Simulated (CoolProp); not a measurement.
Vapour-liquid equilibrium of cyclopropane (1) + R134a (2) at 284.4 K; x and y are mole fractions of (1).

The numbers come from the multi-fluid Helmholtz-energy mixture model, Polt 1992 and Tillner-Roth 1994; pair parameters Bell 2016 in CoolProp. This equation is an older, rougher fit; its heat capacities, sound speeds and derivatives of the liquid may be far off and weren't checked against measurements.

Problem. Give the bubble pressure and the first vapour's composition at x = 0.05, 0.35, 0.85. Is there an azeotrope?

Solution. x = 0.05: 478.9 kPa, y = 0.129; x = 0.35: 619.5 kPa, y = 0.466; x = 0.85: 596.4 kPa, y = 0.737. y crosses x between x = 0.55 and 0.65: the model has an azeotrope there.

The pair parameters rest on a limited set of measurements; away from them the model extrapolates.
